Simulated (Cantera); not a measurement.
## Hydrocarbon pyrolysis for carbon deposition

An isothermal, constant-pressure homogeneous reactor starts with C3H8 : H2 = 1 : 5.2 (molar parts), at 1098 K and 10.00 Torr.

Cantera simulation using GRI-Mech 3.0 (53 species, 325 reactions); the numbers are that mechanism's predictions, not measurements. GRI-Mech 3.0 was tuned for natural gas; its chemistry of propane as a main component is partial and can be far from experiment. GRI-Mech 3.0 stops at C3 and has no aromatics, soot or wall deposition, so with more carbon than oxygen in the feed, carbon stays in small species such as C2H2 where larger ones or solid carbon would form. Radical loss at walls, strong at low pressure, is not modelled.

```
t (s)       x C3H8   x H2     x CH4    x C2H4    x C2H6
--------  --------  -----  --------  --------  --------
0.000300     0.161  0.839   1.88e-6   3.41e-6   3.64e-7
0.000798     0.161  0.839   1.57e-5   2.46e-5   1.91e-6
0.00212      0.161  0.839  0.000132  0.000168   7.74e-6
0.00565      0.160  0.838  0.000995   0.00110   2.92e-5
0.0150       0.154  0.834   0.00571   0.00600  0.000138
0.0399       0.136  0.821    0.0208    0.0216  0.000499
0.106       0.0960  0.792    0.0543    0.0558   0.00117
0.283       0.0356  0.749     0.105     0.107   0.00163
0.752      0.00363  0.727     0.133     0.132   0.00113
2.00      0.000281  0.725     0.137     0.132  0.000845
```
x: mole fraction; the columns are a selection and need not sum to one.

Equilibrium at this temperature and pressure: C3H8 5.91e-8, H2 0.602, CH4 0.350, C2H4 0.0170, C2H6 7.88e-5 (gas phase only).
